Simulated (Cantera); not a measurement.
A closed system holds: 1 mol SiC, 0.023 mol CO2, 35 mol N2, 0.017 mol O2, at 8.80e-5 bar.

Cantera equilibrium calculation (NASA polynomials, part measured and part estimated; ideal gas, pure solids and liquids). Candidate condensed phases: C, Si, SiC, SiO2, Si2N2O, Si3N4; 34 gas species. The tables' values for SiN are old estimates; treat these amounts as uncertain. Kinetics and transport are ignored.

**Question.** At 1950 K, list the 4 most abundant gas species with their mole fractions, and the condensed phases.

**Answer.** N2 0.985, Si 0.0123, CO 0.00223, SiC2 0.000400. Condensed: C(graphite) + SiC(s).
